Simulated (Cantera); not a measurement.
**Diamond growth**

A diamond (100) surface in a fixed gas of H2 with x(CH4) = 0.0024, x(H) = 0.028, x(CH3) = 6.9e-05, 0.0450 bar; coverages are run to steady state.

Computed with Cantera and the Harris–Goodwin 1993 mechanism for the reconstructed diamond (100) surface.

```json
[
 {"T (K)": "925", "growth (µm/h)": "1.13", "θ c6HH": "0.666", "θ c6H*": "0.0124", "θ c6*H": "0.314", "θ c6**": "0.00549", "θ c6HM": "0.00186"},
 {"T (K)": "1000", "growth (µm/h)": "1.64", "θ c6HH": "0.595", "θ c6H*": "0.0186", "θ c6*H": "0.374", "θ c6**": "0.00983", "θ c6HM": "0.00134"},
 {"T (K)": "1075", "growth (µm/h)": "2.17", "θ c6HH": "0.531", "θ c6H*": "0.0256", "θ c6*H": "0.426", "θ c6**": "0.0160", "θ c6HM": "0.000960"},
 {"T (K)": "1150", "growth (µm/h)": "2.46", "θ c6HH": "0.472", "θ c6H*": "0.0334", "θ c6*H": "0.469", "θ c6**": "0.0243", "θ c6HM": "0.000632"},
 {"T (K)": "1225", "growth (µm/h)": "2.13", "θ c6HH": "0.421", "θ c6H*": "0.0414", "θ c6*H": "0.502", "θ c6**": "0.0347", "θ c6HM": "0.000325"},
 {"T (K)": "1300", "growth (µm/h)": "1.46", "θ c6HH": "0.377", "θ c6H*": "0.0496", "θ c6*H": "0.527", "θ c6**": "0.0470", "θ c6HM": "0.000119"},
 {"T (K)": "1375", "growth (µm/h)": "1.11", "θ c6HH": "0.338", "θ c6H*": "0.0575", "θ c6*H": "0.543", "θ c6**": "0.0611", "θ c6HM": "3.60e-5"}
]
```
θ: site fractions in the mechanism's names (c6HH fully hydrogenated, c6H* and c6*H radical sites, c6** diradical, c6HM methylated).
